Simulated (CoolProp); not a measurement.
Vapour-liquid equilibrium of R114 (1) + R113 (2) at 324.5 K; x and y are mole fractions of (1).

Values from CoolProp's multi-fluid Helmholtz-energy mixture model, Platzer 1990 and Marx 1992; pair parameters Bell 2016. This equation is an older, rougher fit; its heat capacities, sound speeds and derivatives of the liquid may be far off and weren't checked against measurements.

```json
[
 {"x": "0.05", "bubble pressure (MPa)": "0.1312", "y at the bubble point": "0.164", "dew pressure at overall composition x (MPa)": "0.1192", "liquid density (mol/L)": "8.006"},
 {"x": "0.2", "bubble pressure (MPa)": "0.1820", "y at the bubble point": "0.482", "dew pressure at overall composition x (MPa)": "0.1354", "liquid density (mol/L)": "8.024"},
 {"x": "0.35", "bubble pressure (MPa)": "0.2337", "y at the bubble point": "0.665", "dew pressure at overall composition x (MPa)": "0.1568", "liquid density (mol/L)": "8.038"},
 {"x": "0.5", "bubble pressure (MPa)": "0.2858", "y at the bubble point": "0.784", "dew pressure at overall composition x (MPa)": "0.1860", "liquid density (mol/L)": "8.046"},
 {"x": "0.65", "bubble pressure (MPa)": "0.3381", "y at the bubble point": "0.868", "dew pressure at overall composition x (MPa)": "0.2284", "liquid density (mol/L)": "8.046"},
 {"x": "0.8", "bubble pressure (MPa)": "0.3908", "y at the bubble point": "0.932", "dew pressure at overall composition x (MPa)": "0.2948", "liquid density (mol/L)": "8.038"},
 {"x": "0.95", "bubble pressure (MPa)": "0.4448", "y at the bubble point": "0.984", "dew pressure at overall composition x (MPa)": "0.4083", "liquid density (mol/L)": "8.020"}
]
```

No azeotrope shows between x = 0.05 and 0.95.

The pair parameters rest on a limited set of measurements; away from them the model extrapolates.
